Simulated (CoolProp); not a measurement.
A single-stage vapour-compression cycle with vinyl chloride: evaporating at 274.15 K (dew point), condensing at 302.15 K (bubble point), superheat 2 K, subcooling 5 K, compressor efficiency 0.85, no pressure losses. Each further row changes one setting.

The numbers come from the reference Helmholtz-energy equation of state, Thol 2022 in CoolProp.

```
case                              cooling COP  pressure ratio  discharge temperature (K)  refrigerating effect (kJ/kg)  volumetric capacity (kJ/m³)
--------------------------------  -----------  --------------  -------------------------  ----------------------------  ---------------------------
as stated                                7.76            2.47                      326.5                           310                         1580
evaporating temperature 279.15 K         9.77            2.07                      321.9                           313                         1890
condensing temperature 297.15 K          9.60            2.13                      318.1                           318                         1620
subcooling 10 K                          7.95            2.47                      326.5                           318                         1620
superheat 12 K                           7.67            2.47                      337.0                           319                         1560
compressor efficiency 0.75               6.85            2.47                      331.9                           310                         1580
```
